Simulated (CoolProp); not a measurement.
Vapour-liquid equilibrium of R125 (1) + n-butane (2) at 0.805 MPa; x and y are mole fractions of (1).

The numbers come from the multi-fluid Helmholtz-energy mixture model, Lemmon 2005 and Bücker 2006; pair parameters Bell 2016 in CoolProp.

```
x     bubble temperature (°C)  y at the bubble point  dew temperature at overall composition x (°C)  liquid density (mol/L)
----  -----------------------  ---------------------  ---------------------------------------------  ----------------------
0.05                     52.4                  0.332                                           67.4                   9.242
0.15                     31.0                    [?]                                            [?]                   9.682
0.25                     21.0                  0.745                                           57.0                   9.885
0.35                     16.0                  0.792                                            [?]                   9.986
0.45                     13.3                  0.818                                           45.0                   10.05
0.55                     11.6                  0.837                                           38.0                   10.10
0.65                     10.1                  0.856                                           29.9                     [?]
0.75                      8.8                  0.879                                           20.4                   10.28
0.85                      7.4                  0.911                                            [?]                   10.43
0.95                      6.3                  0.962                                            [?]                   10.64
```

Problem. Complete the blanks.

Solution. 
- 0.15, y at the bubble point: 0.637
- 0.15, dew temperature at overall composition x (°C): 62.3
- 0.35, dew temperature at overall composition x (°C): 51.3
- 0.65, liquid density (mol/L): 10.17
- 0.85, dew temperature at overall composition x (°C): 10.5
- 0.95, dew temperature at overall composition x (°C): 6.5

No azeotrope shows between x = 0.05 and 0.95.

Pair parameters are fitted to limited data, so mixtures are less certain than the pure fluids. With so large a gap from Raoult's law the liquid may split in two, which this calculation doesn't test in full.
